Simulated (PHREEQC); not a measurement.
Consider water at 25 °C with 0.76 mol Cu(NO3)2 and 0.00016 mol FeCl3 per kg of water. Closed to the air; pH follows from the charge balance.

All values are PHREEQC results (ion-association model, phreeqc.dat), not measurements.

Each row changes one thing in this solution. This is a speciation only: nothing precipitates in the calculation.

```
case                                     pH  ionic strength (mol/kgw)
-------------------------------------  ----  ------------------------
as made                                3.76                      2.28
temperature from 25 to 10 °C              …                      2.28
0.052 mol/kgw HCl added                   …                         …
Cu(NO3)2 from 0.76 to 0.38 mol/kgw     3.75                      1.14
FeCl3 from 0.00016 to 0.00024 mol/kgw  3.65                      2.28
temperature from 25 to 90 °C           3.31                      2.28
Cu(NO3)2 left out                      3.62                  0.000558
FeCl3 left out                         4.03                      2.28
temperature from 25 to 60 °C              …                      2.28
```

Task: What belongs in the gaps?

Result: 
- temperature from 25 to 10 °C, pH: 3.84
- 0.052 mol/kgw HCl added, pH: 1.43
- 0.052 mol/kgw HCl added, ionic strength (mol/kgw): 2.31
- temperature from 25 to 60 °C, pH: 3.53

The ionic strength passes 0.7 mol/kgw, the rough limit of the ion-association models, in as made; temperature from 25 to 10 °C; 0.052 mol/kgw HCl added; Cu(NO3)2 from 0.76 to 0.38 mol/kgw; FeCl3 from 0.00016 to 0.00024 mol/kgw; temperature from 25 to 90 °C; FeCl3 left out; temperature from 25 to 60 °C. Some of these states are supersaturated (in Hematite (slow to form), Goethite (slow to form), Fe(OH)3(a), for instance). Constants without temperature data keep their 25 °C values here.
